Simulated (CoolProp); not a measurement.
A Linde-Hampson liquefier for ethane: isothermal reversible compression at 320 K from 1 atm to 20 MPa, throttling to 1 atm, return gas leaving the recuperator 10 K below the feed. Each further row changes one setting.

The numbers come from the reference Helmholtz-energy equation of state, Bücker 2006 in CoolProp.

```tsv
case	liquid yield per pass	compression work (kJ/kg of gas)
as stated	0.451	366
high pressure 40 MPa	[?]	[?]
warm-end temperature 350 K	0.364	[?]
warm-end gap 15 K	[?]	366
```

Task: Fill in the missing entries.

Result: 
- high pressure 40 MPa, liquid yield per pass: 0.446
- high pressure 40 MPa, compression work (kJ/kg of gas): 414
- warm-end temperature 350 K, compression work (kJ/kg of gas): 429
- warm-end gap 15 K, liquid yield per pass: 0.444
